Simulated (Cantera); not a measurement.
Charge: 1 mol HMDSO, 1.1 mol CO2, equilibrated at 36000 Pa.

Method: chemical equilibrium by Gibbs-energy minimisation in Cantera with the NASA 1993 tables (ideal gas, pure condensed phases). Candidate condensed phases: C, C6H6, C7H8, C8H18, H2O, Si, SiC, SiO2; 123 gas species. The feed counts by its element totals alone. Mutual solubility and eutectic melting of coexisting phases are not modelled. The tables hold silica as quartz up to 1696 K and as liquid above; real silica turns to tridymite and cristobalite and melts near 1996 K. The numbers say what is thermodynamically allowed, not how fast it happens.

x: gas mole fraction; n: condensed amount in mol.

```tsv
T (K)	x H2	x CO	x CH4	x SiO	x H2O	n C(graphite)	n SiC(s)	n SiO2(β-quartz)
1175	0.993	7.94e-5	[?]	2.71e-8	9.84e-7	6.64	0.400	1.60
1200	0.994	0.000151	[?]	6.12e-8	1.41e-6	6.65	0.401	1.60
1225	0.995	0.000281	[?]	1.33e-7	1.98e-6	6.65	0.401	1.60
1250	0.996	0.000507	[?]	2.82e-7	2.74e-6	6.66	0.402	1.60
1275	0.996	0.000896	[?]	5.77e-7	3.75e-6	6.66	0.404	1.60
1300	0.996	0.00155	[?]	1.15e-6	5.06e-6	6.65	0.407	1.59
1325	0.995	0.00262	[?]	2.23e-6	6.75e-6	6.64	0.412	1.59
1350	0.994	0.00434	[?]	4.23e-6	8.89e-6	6.62	0.420	1.58
1375	0.991	0.00706	[?]	7.81e-6	1.16e-5	6.59	0.432	1.57
1400	0.987	0.0113	[?]	1.41e-5	1.49e-5	6.53	0.451	1.55
1425	0.981	0.0177	[?]	2.50e-5	1.90e-5	6.44	0.481	1.52
```

**Question.** What belongs in the gaps?

**Answer.** 
- 1175, x CH4: 0.00680
- 1200, x CH4: 0.00562
- 1225, x CH4: 0.00468
- 1250, x CH4: 0.00392
- 1275, x CH4: 0.00331
- 1300, x CH4: 0.00281
- 1325, x CH4: 0.00239
- 1350, x CH4: 0.00205
- 1375, x CH4: 0.00176
- 1400, x CH4: 0.00152
- 1425, x CH4: 0.00131
